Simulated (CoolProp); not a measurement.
Vapour-liquid equilibrium of C2F6 (R116) (1) + R143a (2) at 3.11 bar; x and y are mole fractions of (1).

The numbers come from the multi-fluid Helmholtz-energy mixture model, Lemmon 2006 and Lemmon and Jacobsen 2000; pair parameters Bell 2016 in CoolProp.

```csv
x,"bubble temperature, mixture model (°C)","bubble temperature, Raoult's law (°C)","y, mixture model","y, Raoult's law"
0.05,-28.1,-23.4,0.270,0.152
0.2,-41.6,-31.1,?,0.472
0.35,-47.4,-37.3,0.742,0.669
0.5,-50.2,-42.4,0.796,0.796
0.65,-51.9,-46.6,0.836,0.883
0.8,?,-50.2,0.881,0.944
0.95,?,-53.4,?,0.988
```

Question: Some entries are withheld; supply them.

Answer: 
- 0.2, y, mixture model: 0.626
- 0.8, bubble temperature, mixture model (°C): -53.2
- 0.95, bubble temperature, mixture model (°C): -54.2
- 0.95, y, mixture model: 0.959

The largest gap from Raoult's law is -10.5 K in bubble temperature, at x = 0.2. No azeotrope shows between x = 0.05 and 0.95.

Pair parameters are fitted to limited data, so mixtures are less certain than the pure fluids.
